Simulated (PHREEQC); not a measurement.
## Brine

Make-up at 35 °C: 0.95 mol MgCl2, 0.44 mol BaCl2 and 0.1 mol KBr per kg of water. Closed to the air; pH follows from the charge balance.

The numbers come from PHREEQC with the Pitzer model, pitzer.dat.

Each row changes one thing in this solution. This is a speciation only: nothing precipitates in the calculation.

```csv
case,MgOH+ (mol/kgw),SI of Sylvite (KCl),SI of Bischofite (MgCl2:6H2O)
as made,1.17e-6,-1.93,-4.46
temperature from 35 to 30 °C,9.60e-7,-1.88,-4.49
BaCl2 from 0.44 to 0.66 mol/kgw,1.28e-6,-1.88,(withheld)
diluted 2-fold with water,6.94e-7,-2.57,-5.56
KBr from 0.1 to 0.02 mol/kgw,1.15e-6,-2.63,-4.46
MgCl2 from 0.95 to 0.855 mol/kgw,1.09e-6,-1.97,-4.60
temperature from 35 to 15 °C,(withheld),-1.71,(withheld)
KBr from 0.1 to 0.15 mol/kgw,1.18e-6,-1.76,-4.45
diluted 10-fold with water,3.16e-7,(withheld),-7.54
```

Q: Some entries are withheld; supply them.

A: 
- BaCl2 from 0.44 to 0.66 mol/kgw, SI of Bischofite (MgCl2:6H2O): -4.29
- temperature from 35 to 15 °C, MgOH+ (mol/kgw): 5.08e-7
- temperature from 35 to 15 °C, SI of Bischofite (MgCl2:6H2O): -4.58
- diluted 10-fold with water, SI of Sylvite (KCl): -3.90
